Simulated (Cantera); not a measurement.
Input (Python, Cantera) and output of one run.

```python
import numpy as np
import cantera as ct

gas_names = [...]  # 110 gases of nasa_gas.yaml made of C, H, O
cond_names = """
    C(gr) C6H6(L) C7H8(L) C8H18(L),n-octa H2O(s) H2O(L)
""".split()


# ... load() reads the species with a 1 bar reference pressure and builds the phases ...
atoms = {
    'CH3OH': {'C': 1, 'H': 4, 'O': 1},
    'O2': {'O': 2},
    'H2': {'H': 2},
}
top_T = {'C(gr)': 4500}  # K; cautious upper limits of use, not melting points


# ... equilibrate(T, P, feed) seeds the gas with the atoms and calls Mixture.equilibrate('TP', solver="vcs", rtol=1e-11, max_steps=5000) ...
results = []
feed = {'CH3OH': 1, 'O2': 0.051, 'H2': 0.92}  # mol
P = 60000  # Pa
for T in [2198, 2248, 2298, 2348, 2398, 2448, 2498, 2548, 2598, 2648, 2698, 2748, 2798, 2848]:
    mix = equilibrate(T, P, feed)
    results.append((T, P, feed, dict(zip(mix.species_names, mix.species_moles))))

top = {s: max(r[3][s] / sum(r[3][g] for g in gas_names) for r in results) for s in gas_names}
cols = sorted((s for s in top if top[s] > 0.0001), key=lambda s: -top[s])[:7]
seen = [c for c in cond_names if any(r[3].get(c, 0) > 1e-12 for r in results)]
print("log10 of partial pressures in bar; condensed amounts in mol")
print(f"{'T/K':>10s}" + "".join(f"{s[:9]:>10s}" for s in cols + seen))
for T, P, feed, n in results:
    ng = sum(n[g] for g in gas_names)
    print(f"{T:10.4g}" + "".join(f"{np.log10(max(n[s] / ng * P / 1e5, 1e-99)):10.3f}" for s in cols)
          + "".join(f"{n.get(c, 0):10.4g}" for c in seen))
```

Result:

```
log10 of partial pressures in bar; condensed amounts in mol
       T/K        H2        CO         H       H2O       CO2        OH         O
      2198    -0.367    -0.819    -2.438    -1.836    -3.011    -4.764    -6.991
      2248    -0.368    -0.820    -2.318    -1.836    -3.023    -4.611    -6.721
      2298    -0.370    -0.820    -2.204    -1.836    -3.035    -4.464    -6.464
      2348    -0.371    -0.821    -2.094    -1.837    -3.046    -4.324    -6.217
      2398    -0.373    -0.821    -1.989    -1.838    -3.057    -4.190    -5.980
      2448    -0.376    -0.822    -1.889    -1.839    -3.067    -4.062    -5.753
      2498    -0.378    -0.823    -1.793    -1.840    -3.077    -3.939    -5.535
      2548    -0.382    -0.825    -1.701    -1.842    -3.087    -3.821    -5.325
      2598    -0.386    -0.826    -1.612    -1.845    -3.096    -3.708    -5.123
      2648    -0.391    -0.828    -1.528    -1.848    -3.105    -3.600    -4.929
      2698    -0.396    -0.831    -1.447    -1.853    -3.114    -3.496    -4.742
      2748    -0.403    -0.833    -1.370    -1.858    -3.124    -3.396    -4.562
      2798    -0.410    -0.836    -1.295    -1.864    -3.133    -3.301    -4.388
      2848    -0.419    -0.840    -1.225    -1.872    -3.142    -3.210    -4.220
```

Cantera equilibrium calculation (NASA polynomials, part measured and part estimated; ideal gas, pure solids and liquids).
